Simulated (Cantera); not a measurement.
A closed system holds: 1 mol NF3, 0.16 mol H2, held at 3275 K and 29.0 bar.

Method: chemical equilibrium by Gibbs-energy minimisation in Cantera with the NASA 1993 tables (ideal gas, pure condensed phases). Kinetics and transport are ignored.

What is the equilibrium state?


- x(F) = 0.764
- x(N2) = 0.143
- x(HF) = 0.0916
- x(F2) = 0.00146
- x(NF) = 2.16e-5
- x(N) = 4.97e-6
- x(H) = 4.74e-6
- x(NF2) = 2.37e-6
- x(H2F2) = 1.20e-6
- gas amount = 3.495 mol
